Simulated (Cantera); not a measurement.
# Adiabatic ignition

An adiabatic, constant-pressure homogeneous reactor starts with H2 : O2 : N2 : NO = 1 : 1.61 : 10.8 : 0.015 (molar parts), at 1175 K and 1000000 Pa.

Computed with Cantera and GRI-Mech 3.0 (53 species, 325 reactions). The hydrogen kinetics of GRI-Mech 3.0 are dated; newer H2 mechanisms differ, most at raised pressure. The mechanism lacks 2 NO + O2 → 2 NO2 and HONO, so NO2 and the effect of NO are under-described below about 1400 K.

```json
[
 {"t (s)": "1.00e-6", "T (K)": "1175", "x H2": "0.0745", "x O2": "0.120", "x NO": "0.00112", "x NO2": "1.05e-9", "x OH": "4.71e-10", "x H2O": "3.57e-9"},
 {"t (s)": "4.46e-6", "T (K)": "1175", "x H2": "0.0745", "x O2": "0.120", "x NO": "0.00112", "x NO2": "4.25e-8", "x OH": "4.34e-9", "x H2O": "1.17e-7"},
 {"t (s)": "1.99e-5", "T (K)": "1176", "x H2": "0.0744", "x O2": "0.120", "x NO": "0.00109", "x NO2": "2.87e-5", "x OH": "2.06e-6", "x H2O": "8.74e-5"},
 {"t (s)": "8.88e-5", "T (K)": "1713", "x H2": "8.13e-6", "x O2": "0.0858", "x NO": "0.00113", "x NO2": "1.52e-5", "x OH": "0.000307", "x H2O": "0.0772"},
 {"t (s)": "0.000396", "T (K)": "1714", "x H2": "2.00e-6", "x O2": "0.0858", "x NO": "0.00113", "x NO2": "7.04e-6", "x OH": "0.000161", "x H2O": "0.0773"},
 {"t (s)": "0.00177", "T (K)": "1714", "x H2": "1.95e-6", "x O2": "0.0858", "x NO": "0.00113", "x NO2": "6.93e-6", "x OH": "0.000158", "x H2O": "0.0773"},
 {"t (s)": "0.00788", "T (K)": "1714", "x H2": "1.95e-6", "x O2": "0.0858", "x NO": "0.00113", "x NO2": "6.93e-6", "x OH": "0.000158", "x H2O": "0.0773"},
 {"t (s)": "0.0352", "T (K)": "1714", "x H2": "1.95e-6", "x O2": "0.0858", "x NO": "0.00113", "x NO2": "6.94e-6", "x OH": "0.000158", "x H2O": "0.0773"},
 {"t (s)": "0.157", "T (K)": "1714", "x H2": "1.95e-6", "x O2": "0.0858", "x NO": "0.00114", "x NO2": "6.95e-6", "x OH": "0.000158", "x H2O": "0.0773"},
 {"t (s)": "0.700", "T (K)": "1714", "x H2": "1.95e-6", "x O2": "0.0858", "x NO": "0.00114", "x NO2": "7.00e-6", "x OH": "0.000158", "x H2O": "0.0773"}
]
```
x: mole fraction; the columns are a selection and need not sum to one.

| Quantity | Value |
|---|---|
| time of steepest temperature rise | 39.3 µs |
| temperature at 0.700 s | 1714 K |
| equilibrium temperature | 1712 K |
| x(H2) at 0.700 s | 1.95e-6 (gas-phase equilibrium 1.91e-6) |
| x(O2) at 0.700 s | 0.0858 (gas-phase equilibrium 0.0854) |
| x(NO) at 0.700 s | 0.00114 (gas-phase equilibrium 0.00200) |
